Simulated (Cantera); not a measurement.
Cantera run, input and output.

```python
import numpy as np
import cantera as ct

gas = ct.Solution("gri30.yaml")
gas.TPX = 425, 800000, {'CH4': 1, 'O2': 4.26, 'N2': 20.4}
inlet = ct.Reservoir(gas, clone=True)
gas.equilibrate("HP")  # start burning
reactor = ct.IdealGasConstPressureReactor(gas, energy="on", clone=False)
exhaust = ct.Reservoir(gas, clone=True)
tau = [0.045, 0.022, 0.011, 0.0052, 0.0025, 0.0012, 0.00059, 0.00028, 0.00014, 6.7e-05, 3.2e-05, 1.6e-05, 7.6e-06][0]
for a, b in ((inlet, reactor), (reactor, exhaust)):
    ct.MassFlowController(a, b, mdot=lambda t: reactor.mass / tau)
net = ct.ReactorNet([reactor])
show = ['CH4', 'O2', 'CH2', 'H2O', 'CO']

rows = []
print(f"{'tau/s':>10s}{'T/K':>9s}" + "".join(f"{s:>11s}" for s in show))
for tau in [0.045, 0.022, 0.011, 0.0052, 0.0025, 0.0012, 0.00059, 0.00028, 0.00014, 6.7e-05, 3.2e-05, 1.6e-05, 7.6e-06]:
    net.initial_time = 0.0
    net.advance(30 * tau)
    before = gas.X
    net.advance(40 * tau)
    drift = np.max(np.abs(gas.X - before) / (gas.X + 1e-9))
    rows.append([gas.T, *gas[show].X, drift])
    print(f"{tau:10.3e}{gas.T:9.1f}" + "".join(f"{x:11.3e}" for x in gas[show].X))
```

Result:

```
     tau/s      T/K        CH4         O2        CH2        H2O         CO
 4.500e-02   1322.1  4.157e-04  9.041e-02  1.506e-09  7.680e-02  3.019e-03
 2.200e-02   1267.5  1.226e-03  9.418e-02  1.469e-09  7.470e-02  7.177e-03
 1.100e-02    425.0  3.897e-02  1.660e-01 -2.481e-37  1.951e-15  2.766e-16
 5.200e-03    425.0  3.897e-02  1.660e-01 -4.740e-39  8.259e-19  1.171e-19
 2.500e-03    425.0  3.897e-02  1.660e-01 -2.351e-39  5.217e-20  7.395e-21
 1.200e-03    425.0  3.897e-02  1.660e-01  6.164e-40  3.295e-21  4.671e-22
 5.900e-04    425.0  3.897e-02  1.660e-01  4.805e-41  2.082e-22  2.951e-23
 2.800e-04    425.0  3.897e-02  1.660e-01 -4.528e-42  1.315e-23  1.864e-24
 1.400e-04    425.0  3.897e-02  1.660e-01 -1.525e-42  8.306e-25  1.177e-25
 6.700e-05    425.0  3.897e-02  1.660e-01  1.069e-43  5.246e-26  7.436e-27
 3.200e-05    425.0  3.897e-02  1.660e-01  1.000e-44  3.314e-27  4.697e-28
 1.600e-05    425.0  3.897e-02  1.660e-01  2.258e-46  2.093e-28  2.967e-29
 7.600e-06    425.0  3.897e-02  1.660e-01  2.091e-46  1.322e-29  1.874e-30
```

Model: GRI-Mech 3.0 (53 species, 325 reactions), integrated in Cantera.
